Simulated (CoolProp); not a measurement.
Sulfur hexafluoride along the isobar 165 bar: Z from the reference equation and from simpler models built on Tc = 318.7 K, pc = 37.55 bar, ω = 0.210; each cubic takes its own stable root.

The numbers come from the reference Helmholtz-energy equation of state, Guder 2009 in CoolProp.

| T (K) | phase | reference |
|---|---|---|
| 236.5 | liquid | 0.6580 |
| 259.6 | liquid | 0.6324 |
| 282.6 | liquid | 0.6169 |
| 305.6 | liquid | 0.6111 |
| 328.6 | supercritical | 0.6157 |
| 351.6 | supercritical | 0.6322 |
| 374.6 | supercritical | 0.6618 |
| 397.7 | supercritical | 0.7033 |
| 420.7 | supercritical | 0.7515 |
| 443.7 | supercritical | 0.8003 |
| 466.7 | supercritical | 0.8454 |
| 489.7 | supercritical | 0.8849 |

Problem. How far does each simpler model (van der Waals, Soave-Redlich-Kwong, Peng-Robinson) lie from the reference over these 12 states: mean and median of the absolute difference, and the worst?

Solution. 
- van der Waals: mean 21.8 %, median 21.0 %, worst +44.8 % at 236.5 K and 165 bar
- Soave-Redlich-Kwong: mean 4.5 %, median 4.7 %, worst +6.4 % at 397.7 K and 165 bar
- Peng-Robinson: mean 4.5 %, median 3.5 %, worst -9.1 % at 236.5 K and 165 bar
